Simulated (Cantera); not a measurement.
## Transport properties of process gases

Gas mixture: CO₂ = 0.62 (molar parts), at 0.00190 bar, frozen composition.

Cantera's kinetic-theory transport with the Lennard-Jones parameters of GRI-Mech 3.0, ideal gas; thermal conductivity in the mixture-averaged form.

```json
[
 {"T (K)": "400", "ρ (kg/m³)": "0.00251", "cp (J/kg/K)": "937.9", "μ (µPa s)": "19.8", "λ (mW/m/K)": "25.3", "Pr": "0.731", "D (cm²/s) CO₂": "0.000", "D (cm²/s) CH₃": "158", "D (cm²/s) O": "227"},
 {"T (K)": "650", "ρ (kg/m³)": "0.00155", "cp (J/kg/K)": "1103", "μ (µPa s)": "29.7", "λ (mW/m/K)": "44.8", "Pr": "0.731", "D (cm²/s) CO₂": "0.000", "D (cm²/s) CH₃": "375", "D (cm²/s) O": "528"},
 {"T (K)": "900", "ρ (kg/m³)": "0.00112", "cp (J/kg/K)": "1204", "μ (µPa s)": "38.0", "λ (mW/m/K)": "62.6", "Pr": "0.731", "D (cm²/s) CO₂": "0.000", "D (cm²/s) CH₃": "658", "D (cm²/s) O": "919"},
 {"T (K)": "1150", "ρ (kg/m³)": "0.000875", "cp (J/kg/K)": "1269", "μ (µPa s)": "45.2", "λ (mW/m/K)": "78.6", "Pr": "0.730", "D (cm²/s) CO₂": "0.000", "D (cm²/s) CH₃": "998", "D (cm²/s) O": "1390"},
 {"T (K)": "1400", "ρ (kg/m³)": "0.000718", "cp (J/kg/K)": "1313", "μ (µPa s)": "51.8", "λ (mW/m/K)": "93.3", "Pr": "0.729", "D (cm²/s) CO₂": "0.000", "D (cm²/s) CH₃": "1390", "D (cm²/s) O": "1930"},
 {"T (K)": "1650", "ρ (kg/m³)": "0.000610", "cp (J/kg/K)": "1344", "μ (µPa s)": "57.9", "λ (mW/m/K)": "107", "Pr": "0.728", "D (cm²/s) CO₂": "0.000", "D (cm²/s) CH₃": "1830", "D (cm²/s) O": "2530"},
 {"T (K)": "1900", "ρ (kg/m³)": "0.000529", "cp (J/kg/K)": "1365", "μ (µPa s)": "63.6", "λ (mW/m/K)": "119", "Pr": "0.727", "D (cm²/s) CO₂": "0.000", "D (cm²/s) CH₃": "2320", "D (cm²/s) O": "3200"},
 {"T (K)": "2150", "ρ (kg/m³)": "0.000468", "cp (J/kg/K)": "1380", "μ (µPa s)": "69.0", "λ (mW/m/K)": "131", "Pr": "0.725", "D (cm²/s) CO₂": "0.000", "D (cm²/s) CH₃": "2840", "D (cm²/s) O": "3930"}
]
```
D: mixture-averaged diffusion coefficient of that species in the mixture.
